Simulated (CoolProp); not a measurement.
Ethane at 298.15 K and 7.35 MPa is throttled through a valve to 5.09 MPa with no heat exchange. Each further row changes one setting.

Values from CoolProp's reference Helmholtz-energy equation of state, Bücker 2006.

```
case                      temperature change (K)  final phase  final density (kg/m³)
------------------------  ----------------------  -----------  ---------------------
as stated                                    [?]       liquid                    [?]
outlet pressure 1.53 MPa                     [?]          [?]                    [?]
outlet pressure 6.62 MPa                     [?]       liquid                    [?]
```

Q: Fill in the missing entries.

A: 
- as stated, temperature change (K): -2.7
- as stated, final density (kg/m³): 352
- outlet pressure 1.53 MPa, temperature change (K): -42.3
- outlet pressure 1.53 MPa, final phase: two-phase, vapour fraction 0.378
- outlet pressure 1.53 MPa, final density (kg/m³): 66.9
- outlet pressure 6.62 MPa, temperature change (K): -0.7
- outlet pressure 6.62 MPa, final density (kg/m³): 363
